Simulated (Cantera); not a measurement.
# Transport properties of process gases

Gas mixture: 100 % CH4, at 1.00 bar, frozen composition.

Cantera's kinetic-theory transport with the Lennard-Jones parameters of GRI-Mech 3.0, ideal gas; thermal conductivity in the multicomponent form.

```tsv
T (K)	ρ (kg/m³)	cp (J/kg/K)	μ (µPa s)	λ (mW/m/K)	Pr	D (cm²/s) H	D (cm²/s) NH3	D (cm²/s) H2
400	0.482	2526	14.4	50.8	0.718	1.90	0.392	1.22
500	0.386	2898	17.1	68.6	0.722	2.82	0.597	1.78
600	0.322	3287	19.5	88.4	0.725	3.87	0.836	2.42
700	0.276	3656	21.7	109	0.727	5.04	1.11	3.14
800	0.241	3989	23.8	130	0.728	6.32	1.40	3.92
900	0.214	4292	25.8	152	0.729	7.72	1.73	4.77
1000	0.193	4589	27.7	174	0.730	9.22	2.08	5.68
```
D: mixture-averaged diffusion coefficient of that species in the mixture.
